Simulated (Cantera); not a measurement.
What does this Cantera script print?

```python
import numpy as np
import cantera as ct

gas = ct.Solution("gri30.yaml")
gas.TPX = 575, 41000, {'C3H8': 1, 'O2': 5.15, 'N2': 19.4}
flame = ct.FreeFlame(gas, width=0.075)
flame.set_refine_criteria(ratio=3, slope=0.08, curve=0.16)
flame.transport_model = "unity-Lewis-number"
flame.solve(loglevel=0, auto=True)
z, T = flame.grid, flame.T
thick = (T[-1] - T[0]) / np.gradient(T, z).max()
show = ['C3H8', 'O2', 'CH2CO', 'C2H4', 'H2O', 'CH2']
print(f"laminar burning velocity  {flame.velocity[0] * 100:.3f} cm/s")
print(f"burnt temperature         {T[-1]:.1f} K")
print(f"thermal thickness         {thick * 1e3:.4f} mm")
print(f"grid points               {len(z)}")
z0 = z[flame.heat_release_rate.argmax()]
print(f"{'z/mm':>9s}{'T/K':>9s}{'u/(m/s)':>9s}" + "".join(f"{s:>11s}" for s in show))
rows = []
for k in (-3, -2, -1.5, -1, -0.5, -0.25, 0, 0.25, 0.5, 1, 2, 4, 8):
    zz = z0 + k * thick
    rows.append([k * thick, np.interp(zz, z, T), np.interp(zz, z, flame.velocity),
                 *(np.interp(zz, z, flame.X[gas.species_index(s)]) for s in show)])
    print(f"{rows[-1][0] * 1e3:9.3f}{rows[-1][1]:9.1f}{rows[-1][2]:9.3f}" + "".join(f"{x:11.3e}" for x in rows[-1][3:]))
```

Output:

```
laminar burning velocity  112.010 cm/s
burnt temperature         2346.7 K
thermal thickness         0.7327 mm
grid points               146
     z/mm      T/K  u/(m/s)       C3H8         O2      CH2CO       C2H4        H2O        CH2
   -2.198    575.2    1.120  3.913e-02  2.015e-01  1.547e-07  1.735e-06  1.384e-05  5.896e-19
   -1.465    576.8    1.124  3.906e-02  2.014e-01  1.870e-06  2.095e-05  1.674e-04  1.567e-15
   -1.099    583.5    1.137  3.878e-02  2.006e-01  8.791e-06  9.827e-05  7.867e-04  1.286e-13
   -0.733    628.2    1.229  3.690e-02  1.953e-01  5.496e-05  6.092e-04  4.911e-03  3.182e-11
   -0.366    928.0    1.860  2.406e-02  1.591e-01  3.782e-04  3.991e-03  3.330e-02  6.906e-08
   -0.183   1302.0    2.693  8.866e-03  1.126e-01  7.895e-04  6.783e-03  6.927e-02  9.312e-06
    0.000   1696.3    3.606  3.339e-04  6.318e-02  6.546e-04  2.452e-03  1.051e-01  5.450e-05
    0.183   1834.4    3.916  4.195e-07  4.076e-02  9.339e-05  8.514e-05  1.165e-01  8.641e-06
    0.366   1869.5    3.986  1.619e-10  3.459e-02  4.607e-06  1.229e-06  1.165e-01  3.087e-07
    0.733   1914.5    4.069  1.540e-15  3.088e-02  1.313e-08  7.731e-10  1.157e-01  6.117e-10
    1.465   1976.8    4.182  9.526e-22  2.845e-02  3.002e-12  3.372e-14  1.179e-01  1.186e-13
    2.931   2056.9    4.324  1.525e-30  2.614e-02  8.740e-18  8.647e-21  1.225e-01  1.298e-16
    5.861   2146.4    4.481  5.448e-42  2.329e-02  2.318e-19  3.698e-26  1.278e-01  8.737e-17
```

Computed with Cantera and GRI-Mech 3.0 (53 species, 325 reactions). GRI-Mech 3.0 was tuned for natural gas; its chemistry of propane as a main component is partial and can be far from experiment. Unity Lewis numbers drop preferential diffusion, which matters most where H2 and H carry the flame. Burning velocities carry a grid error of a few per cent, more on coarse grids.
